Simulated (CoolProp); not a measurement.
Vapour-liquid equilibrium of R1234ze(E) (1) + n-pentane (2) at -42.05 °C; x and y are mole fractions of (1).

Model: multi-fluid Helmholtz-energy mixture model, Thol 2016 and Thol 2019; pair parameters Bell 2016, in CoolProp.

Task: Give the bubble pressure and the first vapour's composition at x = 0.05, 0.2, 0.65. Is there an azeotrope?

Result: x = 0.05: 0.008198 MPa, y = 0.723; x = 0.2: 0.02017 MPa, y = 0.900; x = 0.65: 0.02903 MPa, y = 0.944. No azeotrope shows between x = 0.05 and 0.95.

Pair parameters are fitted to limited data, so mixtures are less certain than the pure fluids. With so large a gap from Raoult's law the liquid may split in two, which this calculation doesn't test in full.
